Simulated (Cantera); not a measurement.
Cantera run:

```python
import numpy as np
import cantera as ct

gas_names = """
    H HO2 H2 H2O H2O2 O OH O2 O3 Ta TaO TaO2
""".split()
cond_names = """
    H2O(s) H2O(L) Ta(cr) Ta(L) Ta2O5(s) Ta2O5(L)
""".split()


def load(file, names, dense=False):
    # The tables refer to 1 bar. Condensed volumes are neglected.
    table = {s.name: s for s in ct.Species.list_from_file(file)}
    out = []
    for n in names:
        d = dict(table[n].input_data)
        d["thermo"] = dict(d["thermo"], **{"reference-pressure": 1e5})
        if dense:
            d["equation-of-state"] = {"model": "constant-volume", "density": "1e6 g/cm^3"}
        out.append(ct.Species.from_dict(d))
    return out


gas = ct.Solution(thermo="ideal-gas", species=load("nasa_gas.yaml", gas_names))
cond = {s.name: ct.Solution(thermo="fixed-stoichiometry", species=[s], name=s.name)
        for s in load("nasa_condensed.yaml", cond_names, dense=True)}
atoms = {
    'Ta': {'Ta': 1},
    'H2O': {'H': 2, 'O': 1},
}
top_T = {}  # K; cautious upper limits of use, not melting points


def equilibrate(T, P, feed):
    n = {}
    for name, mol in feed.items():
        for a, k in atoms[name].items():
            n[a] = n.get(a, 0.0) + k * mol
    gas.TPX = T, P, n
    mass = sum(n.values()) * gas.mean_molecular_weight
    gas.equilibrate("TP")
    valid = [c for c in cond.values() if c.min_temp <= T <= top_T.get(c.name, c.max_temp)]
    mix = ct.Mixture([(gas, mass / gas.mean_molecular_weight)] + [(c, 0.0) for c in valid])
    mix.T, mix.P = T, P
    mix.equilibrate("TP", solver="vcs", rtol=1e-11, max_steps=5000)
    return mix


results = []
feed = {'Ta': 1, 'H2O': 0.033}  # mol
P = 133.322  # Pa
for T in [1798, 1898, 1998, 2098, 2198, 2298, 2398]:
    mix = equilibrate(T, P, feed)
    results.append((T, P, feed, dict(zip(mix.species_names, mix.species_moles))))

top = {s: max(r[3][s] / sum(r[3][g] for g in gas_names) for r in results) for s in gas_names}
cols = sorted((s for s in top if top[s] > 0.0001), key=lambda s: -top[s])[:9]
seen = [c for c in cond_names if any(r[3].get(c, 0) > 1e-12 for r in results)]
print("log10 of partial pressures in bar; condensed amounts in mol")
print(f"{'T/K':>10s}" + "".join(f"{s[:9]:>10s}" for s in cols + seen))
for T, P, feed, n in results:
    ng = sum(n[g] for g in gas_names)
    print(f"{T:10.4g}" + "".join(f"{np.log10(max(n[s] / ng * P / 1e5, 1e-99)):10.3f}" for s in cols)
          + "".join(f"{n.get(c, 0):10.4g}" for c in seen))
```

Result:

```
log10 of partial pressures in bar; condensed amounts in mol
       T/K        H2         H      TaO2       TaO       H2O        OH         O    Ta(cr)  Ta2O5(s)  Ta2O5(L)
      1798    -2.880    -4.893    -7.684    -8.390    -6.046    -9.242   -11.367    0.9868  0.006595         0
      1898    -2.885    -4.549    -6.792    -7.505    -5.827    -8.579   -10.367    0.9868  0.006591         0
      1998    -2.895    -4.242    -5.993    -6.711    -5.637    -7.986    -9.469    0.9868  0.006577         0
      2098    -2.915    -3.969    -5.298    -6.007    -5.487    -7.467    -8.668    0.9868         0  0.006526
      2198    -2.951    -3.730    -4.703    -5.386    -5.389    -7.024    -7.959    0.9867         0   0.00634
      2298    -3.022    -3.530    -4.165    -4.821    -5.338    -6.640    -7.313    0.9862         0  0.005662
      2398    -3.179    -3.392    -3.677    -4.306    -5.385    -6.335    -6.722    0.9842         0  0.002994
```

Equilibrium computed with Cantera from the NASA thermochemical tables; the gas is ideal and each condensed phase is pure. Mutual solubility and eutectic melting of coexisting phases are not modelled. Condensed phases not in the tables: N, O or C dissolved in the metal.
